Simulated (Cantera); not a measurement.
A closed system holds: 1 mol SiH2Cl2, 3.7 mol NH3, equilibrated at 22.0 mbar.

Cantera equilibrium calculation (NASA polynomials, part measured and part estimated; ideal gas, pure solids and liquids). Candidate condensed phases: NH4Cl, Si, Si3N4; 28 gas species. The tables' values for SiCl3, SiCl are old estimates; treat these amounts as uncertain. Gases not in the tables: Si2H6 and higher silanes. Rates play no part. All values below are at 1798 K.

Base state: H2 0.643, N2 0.197, HCl 0.105, SiCl2 0.0529, H 0.00190, SiCl3 0.000521, SiCl 0.000238, Cl 0.000237 (mole fractions); condensed: Si(l).

### Question
What changes in the equilibrium state with this change: SiH2Cl2 replaced by Si2Cl6?

### Answer
```csv
species,before,after
H2,0.643,0.439
HCl,0.105,0.188
SiCl2,0.0529,0.188
N2,0.197,0.178
SiCl4,8.33e-6,0.000140
SiCl3,0.000521,0.00403
SiHCl3,1.28e-5,8.15e-5
Cl,0.000237,0.000516
"Si(l), mol",0.493,0
```
The feed counts by its element totals alone.

### Question
What changes in the equilibrium state with this change: NH3 from 3.7 to 31 mol?

### Answer
| species | before | after |
|---|---|---|
| H2 | 0.643 | 0.727 |
| N2 | 0.197 | 0.242 |
| HCl | 0.105 | 0.0255 |
| SiCl2 | 0.0529 | 0.00278 |
| SiCl3 | 0.000521 | 6.28e-6 |
| SiHCl3 | 1.28e-5 | 1.64e-7 |
| Cl | 0.000237 | 5.44e-5 |
| SiCl | 0.000238 | 5.45e-5 |
| Si(l), mol | 0.493 | 0.805 |
The tables' values for SiCl are old estimates; treat these amounts as uncertain.
